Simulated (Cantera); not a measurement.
What does this Cantera script print?

```python
import numpy as np
import cantera as ct

gas_names = """
    Ca CaF CaF2 CaO Ca2 F FO FO2 F2 F2O N NF NF2 NF3 NO NO2 NO3 N2 N2O O O2 O3
""".split()
cond_names = """
    Ca(a) Ca(b) Ca(L) CaF2(a) CaF2(b) CaF2(L) CaO(s) CaO(L)
""".split()


# ... load() reads the species with a 1 bar reference pressure and builds the phases ...
atoms = {
    'CaF2': {'Ca': 1, 'F': 2},
    'O2': {'O': 2},
    'N2': {'N': 2},
}
top_T = {}  # K; cautious upper limits of use, not melting points


# ... equilibrate(T, P, feed) seeds the gas with the atoms and calls Mixture.equilibrate('TP', solver="vcs", rtol=1e-11, max_steps=5000) ...
results = []
feed = {'CaF2': 1, 'O2': 1.9, 'N2': 210}  # mol
T = 1748.15  # K
P = 8  # Pa
mix = equilibrate(T, P, feed)
results.append((T, P, feed, dict(zip(mix.species_names, mix.species_moles))))
x = sorted(zip(gas.X, gas.species_names), reverse=True)
print(f"T = {T:g} K  P = {P:g} Pa  gas = {mix.phase_moles(0):.4g} mol")
print("   x: " + "  ".join(f"{s} {v:.3e}" for v, s in x if v > 1e-06))
print("   condensed (mol): " + ("  ".join(f"{mix.phase(i).name} {mix.phase_moles(i):.4g}"
      for i in range(1, mix.n_phases) if mix.phase_moles(i) > 1e-12) or "none"))
```

It prints:

```
T = 1748.15 K  P = 8 Pa  gas = 213 mol
   x: N2 9.856e-01  O2 8.168e-03  CaF2 4.683e-03  NO 7.647e-04  O 7.420e-04  F 1.263e-05  CaF 1.242e-05
   condensed (mol): none
```

Equilibrium computed with Cantera from the NASA thermochemical tables; the gas is ideal and each condensed phase is pure.
